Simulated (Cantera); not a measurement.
Mixture: 6.68 % CO, 2.41 % H₂, 2.67 % CH₄, 15.4 % O₂, 72.9 % N₂, equivalence ratio 0.64, at 2000000 Pa, adiabatic and at constant pressure. Ignition delay is the time to a rise of 400 K.

Computed with Cantera and GRI-Mech 3.0 (53 species, 325 reactions). The pressure lies above the range GRI-Mech 3.0 was tuned for (to about 10 atm).

**Question.** Predict: delay at 1323 K; delay at 1523 K; delay at 1723 K; delay at 1923 K; apparent activation energy between 1823 and 2023 K.

**Answer.** 
| Quantity | Result |
|---|---|
| delay at 1323 K | 51.8 µs |
| delay at 1523 K | 11.7 µs |
| delay at 1723 K | 4.04 µs |
| delay at 1923 K | 1.81 µs |
| apparent activation energy between 1823 and 2023 K | 100 kJ/mol |
